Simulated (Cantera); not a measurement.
Input (Python, Cantera):

```python
import numpy as np
import cantera as ct

gas = ct.Solution("gri30.yaml")
gas.TPX = 1823, 13332, {'CH4': 1, 'H2': 21}
reactor = ct.IdealGasConstPressureReactor(gas, energy="off", clone=False)
net = ct.ReactorNet([reactor])
net.rtol, net.atol = 1e-08, 1e-18
show = ['CH4', 'H2', 'CH2', 'C2H4', 'C2H6']
times = np.geomspace(2e-06, 200, 15)

steps = ct.SolutionArray(gas, extra=["t"])
rows = []
print(f"{'t/s':>10s}{'T/K':>9s}{'P/Pa':>11s}" + "".join(f"{s:>11s}" for s in show))
for t in times:
    while net.time < t:
        t_next = net.step()
        steps.append(gas.state, t=t_next)
    rows.append([np.interp(t, steps.t, y) for y in (steps.T, steps.P, *steps(*show).X.T)])
    print(f"{t:10.3e}{rows[-1][0]:9.1f}{rows[-1][1]:11.4g}" + "".join(f"{x:11.3e}" for x in rows[-1][2:]))
rate = np.gradient(steps.T, steps.t)
print("integrator steps:", len(steps.t))
if steps.T.max() > steps.T[0] + 200:
    print(f"time of steepest temperature rise: {steps.t[rate.argmax()]:.4e} s")
gas.TPX = 1823, 13332, {'CH4': 1, 'H2': 21}
gas.equilibrate("TP")
print(f"equilibrium (TP): T = {gas.T:.1f} K  " + "  ".join(f"{s} {gas[s].X[0]:.3e}" for s in show))
```

Output:

```
       t/s      T/K       P/Pa        CH4         H2        CH2       C2H4       C2H6
 2.000e-06   1823.0  1.333e+04  4.545e-02  9.545e-01  6.787e-13  1.677e-13  3.756e-13
 7.455e-06   1823.0  1.333e+04  4.545e-02  9.545e-01  1.538e-11  1.854e-11  2.123e-11
 2.779e-05   1823.0  1.333e+04  4.544e-02  9.545e-01  3.269e-10  1.416e-09  1.103e-09
 1.036e-04   1823.0  1.333e+04  4.538e-02  9.545e-01  5.327e-09  8.227e-08  4.360e-08
 3.861e-04   1823.0  1.333e+04  4.518e-02  9.543e-01  7.226e-08  4.153e-06  9.387e-07
 1.439e-03   1823.0  1.333e+04  4.429e-02  9.540e-01  5.952e-07  9.520e-05  6.765e-06
 5.365e-03   1823.0  1.333e+04  4.028e-02  9.558e-01  9.296e-07  1.601e-04  8.633e-06
 2.000e-02   1823.0  1.333e+04  2.972e-02  9.614e-01  7.437e-07  1.048e-04  4.857e-06
 7.455e-02   1823.0  1.333e+04  1.464e-02  9.693e-01  4.196e-07  5.916e-05  1.245e-06
 2.779e-01   1823.0  1.333e+04  4.905e-03  9.745e-01  1.567e-07  5.222e-05  1.483e-07
 1.036e+00   1823.0  1.333e+04  1.553e-03  9.763e-01  5.181e-08  5.420e-05  1.784e-08
 3.861e+00   1823.0  1.333e+04  9.259e-04  9.766e-01  3.120e-08  5.483e-05  8.341e-09
 1.439e+01   1823.0  1.333e+04  9.138e-04  9.766e-01  3.080e-08  5.485e-05  8.205e-09
 5.365e+01   1823.0  1.333e+04  9.138e-04  9.766e-01  3.080e-08  5.485e-05  8.205e-09
 2.000e+02   1823.0  1.333e+04  9.138e-04  9.766e-01  3.080e-08  5.485e-05  8.205e-09
integrator steps: 906
equilibrium (TP): T = 1823.0 K  CH4 9.138e-04  H2 9.766e-01  CH2 3.080e-08  C2H4 5.485e-05  C2H6 8.205e-09
```

Cantera simulation using GRI-Mech 3.0 (53 species, 325 reactions); the numbers are that mechanism's predictions, not measurements. GRI-Mech 3.0 stops at C3 and has no aromatics, soot or wall deposition, so with more carbon than oxygen in the feed, carbon stays in small species such as C2H2 where larger ones or solid carbon would form.
